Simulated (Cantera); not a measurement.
## Adiabatic ignition

An adiabatic, constant-pressure homogeneous reactor starts with CH3OH : O2 : N2 = 1 : 1.15 : 4.34 (molar parts), equivalence ratio 1.3, at 1650 K and 1.00 atm.

Detailed kinetics in Cantera: GRI-Mech 3.0 (53 species, 325 reactions). GRI-Mech 3.0 was tuned for natural gas; its chemistry of methanol as a main component is partial and can be far from experiment.

| t (s) | T (K) | x CH3OH | x O2 | x CH2O | x C2H | x C2H4 |
|---|---|---|---|---|---|---|
| 9.00e-6 | 1650 | 0.153 | 0.176 | 0.00111 | <1e-12 | 2.35e-7 |
| 2.17e-5 | 1655 | 0.147 | 0.173 | 0.00540 | <1e-12 | 6.17e-7 |
| 5.22e-5 | 1830 | 0.0763 | 0.132 | 0.0386 | 1.97e-11 | 1.73e-6 |
| 0.000126 | 2547 | <1e-12 | 0.0157 | 1.02e-9 | <1e-12 | <1e-12 |
| 0.000303 | 2754 | <1e-12 | 0.0108 | 1.26e-9 | <1e-12 | <1e-12 |
| 0.000731 | 2785 | <1e-12 | 0.00952 | 1.36e-9 | <1e-12 | <1e-12 |
| 0.00176 | 2781 | <1e-12 | 0.00895 | 1.38e-9 | <1e-12 | <1e-12 |
| 0.00424 | 2778 | <1e-12 | 0.00861 | 1.39e-9 | <1e-12 | <1e-12 |
| 0.0102 | 2778 | <1e-12 | 0.00858 | 1.39e-9 | <1e-12 | <1e-12 |
| 0.0246 | 2778 | <1e-12 | 0.00858 | 1.39e-9 | <1e-12 | <1e-12 |
| 0.0593 | 2778 | <1e-12 | 0.00858 | 1.39e-9 | <1e-12 | <1e-12 |
| 0.143 | 2778 | <1e-12 | 0.00858 | 1.39e-9 | <1e-12 | <1e-12 |
| 0.345 | 2778 | <1e-12 | 0.00858 | 1.39e-9 | <1e-12 | <1e-12 |
| 0.830 | 2778 | <1e-12 | 0.00858 | 1.39e-9 | <1e-12 | <1e-12 |
| 2.00 | 2778 | <1e-12 | 0.00858 | 1.39e-9 | <1e-12 | <1e-12 |
x: mole fraction; the columns are a selection and need not sum to one.

The time of steepest temperature rise comes out as 60.5 µs. The temperature at 2.00 s comes out as 2778 K and the equilibrium temperature is 2778 K. The x(CH3OH) at 2.00 s is <1e-12 (gas-phase equilibrium <1e-12) and the x(O2) at 2.00 s is 0.00858 (gas-phase equilibrium 0.00858). The x(CH2O) at 2.00 s is 1.39e-9 (gas-phase equilibrium 1.39e-9).
